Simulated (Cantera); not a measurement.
Input: 1 mol Cu2O, 0.4 mol H2, 18 mol N2, at 0.000290 bar.

These are equilibrium values from Cantera (NASA tables, ideal gas, pure condensed phases), not measurements of a reactor. Candidate condensed phases: Cu, CuO, Cu(OH)2, Cu2O, H2O; 27 gas species. Mutual solubility and eutectic melting of coexisting phases are not modelled. Rates play no part.

Task: Which condensed phases are stable at each of these points (T (K)): 700, 800, 900, 1000, 1100, 1200, 1300, 1400, 1500, 1600, 1700?

Result: 
| T (K) | condensed phases | Cu condensed (%) |
|---|---|---|
| 700 | Cu(s) + Cu2O(s) | 100.0 |
| 800 | Cu(s) + Cu2O(s) | 100.0 |
| 900 | Cu(s) + Cu2O(s) | 100.0 |
| 1000 | Cu(s) + Cu2O(s) | 100.0 |
| 1100 | Cu(s) + Cu2O(s) | 100.0 |
| 1200 | Cu(s) + Cu2O(s) | 100.0 |
| 1300 | Cu(s) + Cu2O(s) | 99.5 |
| 1400 | Cu(l) | 95.6 |
| 1500 | Cu(l) | 72.7 |
| 1600 | gas only | 0.0 |
| 1700 | gas only | 0.0 |

From 700 K to 1300 K the condensed part is Cu(s) + Cu2O(s). From 1400 K to 1500 K the condensed part is Cu(l). From 1600 K to 1700 K nothing is condensed.
